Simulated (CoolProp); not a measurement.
Vapour-liquid equilibrium of hydrogen chloride (1) + n-butane (2) at 0.122 MPa; x and y are mole fractions of (1).

Values from CoolProp's multi-fluid Helmholtz-energy mixture model, Thol 2018 and Bücker 2006; pair parameters Bell 2016.

```tsv
x	bubble temperature (K)	y at the bubble point	dew temperature at overall composition x (K)	liquid density (mol/L)
0.05	239.8	0.807	276.2	11.31
0.15	210.0	0.970	273.2	12.73
0.25	200.1	0.986	269.9	13.96
0.35	196.3	0.990	266.3	15.25
0.45	195.0	0.992	262.2	16.68
0.55	194.6	0.992	257.5	18.34
0.65	194.5	0.992	251.9	20.32
0.75	194.2	0.993	244.9	22.75
0.85	193.6	0.994	235.1	25.82
0.95	192.3	0.997	217.0	29.81
```

No azeotrope shows between x = 0.05 and 0.95.

The pair parameters rest on a limited set of measurements; away from them the model extrapolates. With so large a gap from Raoult's law the liquid may split in two, which this calculation doesn't test in full.
